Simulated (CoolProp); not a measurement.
R1234yf along the isobar 280 kPa: fugacity coefficient from the reference equation and from simpler models built on Tc = 367.8 K, pc = 3384 kPa, ω = 0.276; each cubic takes its own stable root.

Values from CoolProp's reference Helmholtz-energy equation of state, Lemmon 2022.

| T (K) | phase | reference | van der Waals | Redlich-Kwong | Soave-Redlich-Kwong | Peng-Robinson |
|---|---|---|---|---|---|---|
| 170.6 | liquid | 0.002690 | 0.1969 | 0.009171 | 0.002602 | 0.002901 |
| 189 | liquid | 0.01418 | 0.3905 | 0.03986 | 0.01377 | [?] |
| 207.5 | liquid | 0.05299 | 0.6842 | [?] | [?] | 0.05392 |
| 225.9 | liquid | 0.1519 | 0.9243 | [?] | [?] | 0.1531 |
| 244.3 | liquid | [?] | 0.9365 | 0.6312 | 0.3593 | 0.3597 |
| 262.7 | liquid | 0.7248 | 0.9461 | 0.9283 | 0.7344 | 0.7282 |
| 281.2 | gas | 0.9271 | [?] | [?] | 0.9347 | 0.9310 |
| 299.6 | gas | 0.9414 | 0.9601 | 0.9500 | 0.9460 | 0.9424 |

### Question
Complete the blanks.

### Answer

- 189, Peng-Robinson: 0.01471
- 207.5, Redlich-Kwong: 0.1251
- 207.5, Soave-Redlich-Kwong: 0.05199
- 225.9, Redlich-Kwong: 0.3071
- 225.9, Soave-Redlich-Kwong: 0.1508
- 244.3, reference: 0.3579
- 281.2, van der Waals: 0.9539
- 281.2, Redlich-Kwong: 0.9405

At some of these states van der Waals, Redlich-Kwong gives the other phase, because its saturation line lies elsewhere.
